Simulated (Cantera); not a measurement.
Feed: 1 mol Cr, 0.27 mol N₂O, 0.25 mol N₂, equilibrated at 1000 Pa.

Equilibrium computed with Cantera from the NASA thermochemical tables; the gas is ideal and each condensed phase is pure. Candidate condensed phases: Cr, CrN, Cr₂N, Cr₂O₃; 14 gas species. Mutual solubility and eutectic melting of coexisting phases are not modelled. Equilibrium is a limit: real reactors are often held back by kinetics, nucleation or transport.

Question: Which condensed phases are stable at each of these points (T (°C)): 725, 825, 925, 1025, 1125, 1225, 1325, 1425, 1525, 1625, 1725?

Answer: 
| T (°C) | condensed phases | Cr condensed (%) |
|---|---|---|
| 725 | CrN(s) + Cr₂O₃(s) | 100.0 |
| 825 | Cr₂N(s) + Cr₂O₃(s) | 100.0 |
| 925 | Cr₂N(s) + Cr₂O₃(s) | 100.0 |
| 1025 | Cr₂N(s) + Cr₂O₃(s) | 100.0 |
| 1125 | Cr(s) + Cr₂O₃(s) | 100.0 |
| 1225 | Cr(s) + Cr₂O₃(s) | 100.0 |
| 1325 | Cr(s) + Cr₂O₃(s) | 100.0 |
| 1425 | Cr(s) + Cr₂O₃(s) | 99.9 |
| 1525 | Cr(s) + Cr₂O₃(s) | 99.5 |
| 1625 | Cr(s) + Cr₂O₃(s) | 98.2 |
| 1725 | Cr(s) + Cr₂O₃(s) | 93.4 |

At 725 °C the condensed part is CrN(s) + Cr₂O₃(s). From 825 °C to 1025 °C the condensed part is Cr₂N(s) + Cr₂O₃(s). From 1125 °C to 1725 °C the condensed part is Cr(s) + Cr₂O₃(s).
